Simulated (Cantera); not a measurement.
Mixture: CH4 : O2 : N2 : H2O = 1 : 4.17 : 15.7 : 2.7 (molar parts), at 5.00 bar, adiabatic and at constant volume. Ignition delay is the time to a rise of 400 K.

Cantera simulation using GRI-Mech 3.0 (53 species, 325 reactions); the numbers are that mechanism's predictions, not measurements.

What does this change do: constant pressure in place of constant volume?


| quantity | before | after |
|---|---|---|
| delay at 1250 K | 4.15 ms | 4.30 ms |
| delay at 1350 K | 1.35 ms | 1.41 ms |
| delay at 1450 K | 0.479 ms | 0.502 ms |
| delay at 1550 K | 0.184 ms | 0.193 ms |
| delay at 1650 K | 76.9 µs | 81.1 µs |
| delay at 1750 K | 35.6 µs | 37.7 µs |
| apparent activation energy between 1550 and 1750 K | 190 kJ/mol | 180 kJ/mol |
